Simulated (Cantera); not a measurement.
**Transport properties of process gases**

Gas mixture: 22.5 % H₂, 77.5 % CH₃OH, at 0.133 bar, frozen composition.

Cantera's kinetic-theory transport with the Lennard-Jones parameters of GRI-Mech 3.0, ideal gas; thermal conductivity in the mixture-averaged form. Polar gases are described roughly by these parameters.

```json
[
 {"T (K)": "400", "ρ (kg/m³)": "0.101", "cp (J/kg/K)": "1836", "μ (µPa s)": "13.4", "λ (mW/m/K)": "54.3", "Pr": "0.453", "D (cm²/s) H₂": "8.03", "D (cm²/s) NO": "2.41", "D (cm²/s) CO₂": "1.77"},
 {"T (K)": "500", "ρ (kg/m³)": "0.0811", "cp (J/kg/K)": "2085", "μ (µPa s)": "16.8", "λ (mW/m/K)": "71.2", "Pr": "0.491", "D (cm²/s) H₂": "11.9", "D (cm²/s) NO": "3.62", "D (cm²/s) CO₂": "2.72"},
 {"T (K)": "600", "ρ (kg/m³)": "0.0676", "cp (J/kg/K)": "2324", "μ (µPa s)": "20.0", "λ (mW/m/K)": "89.1", "Pr": "0.522", "D (cm²/s) H₂": "16.3", "D (cm²/s) NO": "5.02", "D (cm²/s) CO₂": "3.83"},
 {"T (K)": "700", "ρ (kg/m³)": "0.0579", "cp (J/kg/K)": "2534", "μ (µPa s)": "23.1", "λ (mW/m/K)": "107", "Pr": "0.545", "D (cm²/s) H₂": "21.2", "D (cm²/s) NO": "6.59", "D (cm²/s) CO₂": "5.09"},
 {"T (K)": "800", "ρ (kg/m³)": "0.0507", "cp (J/kg/K)": "2710", "μ (µPa s)": "26.1", "λ (mW/m/K)": "126", "Pr": "0.560", "D (cm²/s) H₂": "26.6", "D (cm²/s) NO": "8.31", "D (cm²/s) CO₂": "6.49"},
 {"T (K)": "900", "ρ (kg/m³)": "0.0450", "cp (J/kg/K)": "2862", "μ (µPa s)": "28.9", "λ (mW/m/K)": "145", "Pr": "0.571", "D (cm²/s) H₂": "32.4", "D (cm²/s) NO": "10.2", "D (cm²/s) CO₂": "8.02"}
]
```
D: mixture-averaged diffusion coefficient of that species in the mixture.
